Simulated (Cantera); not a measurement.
A Cantera script and what it prints.

```python
import numpy as np
import cantera as ct

gas_names = """
    B BN BO BO2 B2 B2O B2O2 B2O3 N NO NO2 NO3 N2 N2O O O2 O3
""".split()
cond_names = """
    B(b) B(L) BN(s) B2O3(L)
""".split()


# ... load() reads the species with a 1 bar reference pressure and builds the phases ...
atoms = {
    'B2O3': {'B': 2, 'O': 3},
    'O2': {'O': 2},
    'N2': {'N': 2},
}
top_T = {'BN(s)': 3200}  # K; cautious upper limits of use, not melting points


# ... equilibrate(T, P, feed) seeds the gas with the atoms and calls Mixture.equilibrate('TP', solver="vcs", rtol=1e-11, max_steps=5000) ...
results = []
feed = {'B2O3': 1, 'O2': 0.22, 'N2': 0.23}  # mol
T = 1773  # K
P = 4900  # Pa
mix = equilibrate(T, P, feed)
results.append((T, P, feed, dict(zip(mix.species_names, mix.species_moles))))
x = sorted(zip(gas.X, gas.species_names), reverse=True)
print(f"T = {T:g} K  P = {P:g} Pa  gas = {mix.phase_moles(0):.4g} mol")
print("   x: " + "  ".join(f"{s} {v:.3e}" for v, s in x if v > 0.001))
print("   condensed (mol): " + ("  ".join(f"{mix.phase(i).name} {mix.phase_moles(i):.4g}"
      for i in range(1, mix.n_phases) if mix.phase_moles(i) > 1e-12) or "none"))
```

Result:

```
T = 1773 K  P = 4900 Pa  gas = 0.4744 mol
   x: N2 4.826e-01  O2 4.602e-01  B2O3 4.777e-02  BO2 4.805e-03  NO 4.387e-03
   condensed (mol): B2O3(L) 0.9762
```

These are equilibrium values from Cantera (NASA tables, ideal gas, pure condensed phases), not measurements of a reactor.
